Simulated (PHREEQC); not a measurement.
Dissolve 0.082 mol H2SO4, 0.00062 mol MgSO4 and 0.00022 mol LiCl per kg of water at 75 °C. Closed to the air; pH follows from the charge balance.

Equilibrium calculation in PHREEQC: ion-association model, phreeqc.dat.

Problem. The ionic strength comes out as 0.0965 mol/kgw. What activity coefficients do Mg+2, Li+, HSO4-, H+, SO4-2 get?

Solution. Mg+2 0.37, Li+ 0.78, HSO4- 0.76, H+ 0.81, SO4-2 0.34.

No solid was allowed to form. At this temperature some constants are extrapolated from 25 °C, and those without enthalpy data are left unchanged.
